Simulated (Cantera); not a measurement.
Feed: 1 mol Si3N4, 2.4 mol H2O, 57 mol H2, at 1.60e-6 bar.

Cantera equilibrium calculation (NASA polynomials, part measured and part estimated; ideal gas, pure solids and liquids). Candidate condensed phases: H2O, Si, SiO2, Si2N2O, Si3N4; 35 gas species. Mutual solubility and eutectic melting of coexisting phases are not modelled. The tables hold silica as quartz up to 1696 K and as liquid above; real silica turns to tridymite and cristobalite and melts near 1996 K. Rates play no part.

x: gas mole fraction; n: condensed amount in mol.

| T (K) | x H2 | x SiO | x N2 | x H | n SiO2(β-quartz) | n Si2N2O(s) | n Si(s) |
|---|---|---|---|---|---|---|---|
| 975 | 0.987 | 1.59e-7 | 0.0133 | (withheld) | 0.600 | 1.20 | 0 |
| 1025 | 0.987 | 3.41e-6 | 0.0133 | (withheld) | 0.600 | 1.20 | 0 |
| 1075 | 0.987 | 5.49e-5 | 0.0133 | (withheld) | 0.599 | 1.20 | 0 |
| 1125 | 0.986 | 0.000685 | 0.0135 | (withheld) | 0.586 | 1.19 | 0 |
| 1175 | 0.978 | 0.00660 | 0.0154 | (withheld) | 0.466 | 1.07 | 0 |
| 1225 | 0.949 | 0.0287 | 0.0224 | (withheld) | 0 | 0.600 | 0 |
| 1275 | 0.948 | 0.0287 | 0.0224 | (withheld) | 0 | 0.600 | 0 |
| 1325 | 0.930 | 0.0376 | 0.0313 | (withheld) | 0 | 0 | 0.596 |
| 1375 | 0.928 | 0.0376 | 0.0313 | (withheld) | 0 | 0 | 0.583 |
| 1425 | 0.925 | 0.0375 | 0.0312 | (withheld) | 0 | 0 | 0.535 |

Problem. Some entries are withheld; supply them.

Solution. 
- 975, x H: 8.98e-7
- 1025, x H: 3.42e-6
- 1075, x H: 1.15e-5
- 1125, x H: 3.49e-5
- 1175, x H: 9.58e-5
- 1225, x H: 0.000240
- 1275, x H: 0.000568
- 1325, x H: 0.00125
- 1375, x H: 0.00261
- 1425, x H: 0.00519
